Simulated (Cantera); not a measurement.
A Cantera script and its output.

```python
import numpy as np
import cantera as ct

gas = ct.Solution("gri30.yaml")
gas.TPX = 1000, 7600, {'N2O': 1, 'H2O': 0.084}
reactor = ct.IdealGasConstPressureReactor(gas, energy="off", clone=False)
net = ct.ReactorNet([reactor])
net.rtol, net.atol = 1e-08, 1e-18
show = ['N2O', 'H2O', 'N2', 'NO', 'O', 'OH']
times = np.geomspace(0.0002, 200, 9)

steps = ct.SolutionArray(gas, extra=["t"])
rows = []
print(f"{'t/s':>10s}{'T/K':>9s}{'P/Pa':>11s}" + "".join(f"{s:>11s}" for s in show))
for t in times:
    while net.time < t:
        t_next = net.step()
        steps.append(gas.state, t=t_next)
    rows.append([np.interp(t, steps.t, y) for y in (steps.T, steps.P, *steps(*show).X.T)])
    print(f"{t:10.3e}{rows[-1][0]:9.1f}{rows[-1][1]:11.4g}" + "".join(f"{x:11.3e}" for x in rows[-1][2:]))
rate = np.gradient(steps.T, steps.t)
print("integrator steps:", len(steps.t))
if steps.T.max() > steps.T[0] + 200:
    print(f"time of steepest temperature rise: {steps.t[rate.argmax()]:.4e} s")
gas.TPX = 1000, 7600, {'N2O': 1, 'H2O': 0.084}
gas.equilibrate("TP")
print(f"equilibrium (TP): T = {gas.T:.1f} K  " + "  ".join(f"{s} {gas[s].X[0]:.3e}" for s in show))
```

Output:

```
       t/s      T/K       P/Pa        N2O        H2O         N2         NO          O         OH
 2.000e-04   1000.0       7600  9.225e-01  7.749e-02  8.454e-08  1.884e-09  3.739e-08  1.872e-09
 1.125e-03   1000.0       7600  9.225e-01  7.749e-02  6.185e-07  2.248e-08  5.566e-08  2.194e-08
 6.325e-03   1000.0       7600  9.225e-01  7.749e-02  3.731e-06  1.462e-07  5.576e-08  1.282e-07
 3.557e-02   1000.0       7600  9.225e-01  7.749e-02  2.151e-05  8.342e-07  5.570e-08  4.177e-07
 2.000e-01   1000.0       7600  9.223e-01  7.749e-02  1.229e-04  3.806e-06  5.556e-08  5.745e-07
 1.125e+00   1000.0       7600  9.215e-01  7.746e-02  6.990e-04  1.229e-05  5.512e-08  7.744e-07
 6.325e+00   1000.0       7600  9.167e-01  7.734e-02  3.925e-03  5.310e-05  5.231e-08  1.029e-06
 3.557e+01   1000.0       7600  8.908e-01  7.666e-02  2.142e-02  4.415e-04  4.599e-08  1.579e-06
 2.000e+02   1000.0       7600  7.634e-01  7.328e-02  1.074e-01  2.881e-03  4.067e-08  2.033e-06
integrator steps: 1112
equilibrium (TP): T = 1000.0 K  N2O 7.000e-10  H2O 5.303e-02  N2 6.313e-01  NO 3.452e-05  O 3.225e-10  OH 1.771e-07
```

Cantera simulation using GRI-Mech 3.0 (53 species, 325 reactions); the numbers are that mechanism's predictions, not measurements. GRI-Mech 3.0 was tuned for natural gas; its chemistry of N2O as a main component is partial and can be far from experiment. The mechanism lacks the step 2 NO + O2 → 2 NO2, which can matter for NO2 below about 1400 K. The temperature is held fixed by assumption; the heat of reaction is taken as removed at once.
